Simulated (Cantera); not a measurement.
Feed: 1 mol borazine, 3.5 mol H2O, held at 0.133 bar.

Equilibrium computed with Cantera from the NASA thermochemical tables; the gas is ideal and each condensed phase is pure. Candidate condensed phases: B, BN, B2O3, B3O3H3, H2O; 39 gas species. The feed counts by its element totals alone. The tables' values for BH2 are old estimates; treat these amounts as uncertain. Rates play no part.

Task: At 1902 °C, list the 6 most abundant gas species with their mole fractions, and the condensed phases.

Result: H2 0.604, N2 0.155, HBO 0.111, B2O2 0.0438, B2O3 0.0367, BO 0.0237. Condensed: gas only.
